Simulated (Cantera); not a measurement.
Input: 1 mol Si3H8, 0.7 mol Cl2, 190 mol H2, held at 1123 K and 100 Torr.

Cantera equilibrium calculation (NASA polynomials, part measured and part estimated; ideal gas, pure solids and liquids). Candidate condensed phases: Si; 19 gas species. The feed counts by its element totals alone. The tables' values for SiCl3 are old estimates; treat these amounts as uncertain. Rates play no part.

Problem. What is the equilibrium state?

Solution. 
| Property | Result |
|---|---|
| x(H2) | 0.993 |
| x(HCl) | 0.00657 |
| x(SiCl2) | 9.19e-5 |
| x(SiHCl3) | 7.51e-5 |
| x(SiCl4) | 2.90e-5 |
| x(SiH2Cl2) | 2.38e-5 |
| x(SiCl3) | 1.46e-5 |
| x(SiH3Cl) | 2.02e-6 |
| n(Si(s)) | 2.95 mol |
| gas amount | 194.7 mol |
